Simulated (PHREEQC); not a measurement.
A PHREEQC speciation (ion-association model, wateq4f.dat) at 40 °C gives pH 2.49 and these molalities:

```
species   mol/kgw
-------  --------
NO3-        0.545
PbNO3+      0.265
Pb+2        0.139
HF        0.00836
H+        0.00429
F-        0.00256
PbF+      0.00155
H2F2     0.000122
HF2-     0.000105
PbF2      3.09e-5
Pb2OH+3   3.47e-6
```

**Question.** What are the element totals, and what could have been dissolved in 1 kg of water to give them?

**Answer.** One answer among several that fit: totals F 0.0130, N(5) 0.810, Pb 0.405 mol/kgw, from 0.405 mol/kgw Pb(NO3)2 and 0.013 mol/kgw HF.

Precipitation was switched off in this run. The solution is supersaturated, for example in PbF2, so a real one may precipitate; this is no full list. Species that the database lacks are ignored. Constants without temperature data keep their 25 °C values here.
